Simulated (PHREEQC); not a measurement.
**Reverse-osmosis reject: speciation**

Synthetic water in mg/kgw, 25 °C, pH 7.83:

| constituent | mg/kgw |
|---|---|
| Na | 2040 |
| K | 35 |
| Ca | 116 |
| Mg | 122 |
| Cl | 3450 |
| S(6) as SO4 | 578 |
| Alkalinity as HCO3 | 0.156 |
| Sr | 1.38 |

Valence states are taken as typed.

All values are PHREEQC results (Pitzer model, pitzer.dat), not measurements.

Precipitation was switched off in this run.

Predict the specific conductance, osmotic coefficient, density.

specific conductance 11000 µS/cm; osmotic coefficient 0.912; density 1.002 g/cm³.

In which forms is C present?

HCO3- 96 %, CO2 2.6 %, CO3-2 0.9 % of the C.

Complexes and solids missing from the database can't appear.
